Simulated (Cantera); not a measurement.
Predominance diagram of Cu at 1475 K against the partial pressures of O₂ and H₂O (log10, bar). Source: NASA polynomial tables (part measured, part estimated), evaluated in Cantera. Candidates: Cu(l), Cu(OH)₂(s), Cu₂O(s). Only these pure phases compete in this equilibrium. 

Which phase is stable at these pairs, and which metal-bearing vapour leads over it? (-4.6, -14.5); (-0.9, -8.7); (-9.3, -2.9); (-8.4, -8.7); (-1.9, -5.8); (-10.2, -5.8); (-13, -13.1)


```json
[
 {"log p(O₂)": "-4.6", "log p(H₂O)": "-14.5", "phase": "Cu(l)", "chief vapour": "Cu", "log p (bar)": "-5.3"},
 {"log p(O₂)": "-0.9", "log p(H₂O)": "-8.7", "phase": "Cu₂O(s)", "chief vapour": "Cu", "log p (bar)": "-6.1"},
 {"log p(O₂)": "-9.3", "log p(H₂O)": "-2.9", "phase": "Cu(l)", "chief vapour": "Cu", "log p (bar)": "-5.3"},
 {"log p(O₂)": "-8.4", "log p(H₂O)": "-8.7", "phase": "Cu(l)", "chief vapour": "Cu", "log p (bar)": "-5.3"},
 {"log p(O₂)": "-1.9", "log p(H₂O)": "-5.8", "phase": "Cu₂O(s)", "chief vapour": "Cu", "log p (bar)": "-5.9"},
 {"log p(O₂)": "-10.2", "log p(H₂O)": "-5.8", "phase": "Cu(l)", "chief vapour": "Cu", "log p (bar)": "-5.3"},
 {"log p(O₂)": "-13", "log p(H₂O)": "-13.1", "phase": "Cu(l)", "chief vapour": "Cu", "log p (bar)": "-5.3"}
]
```
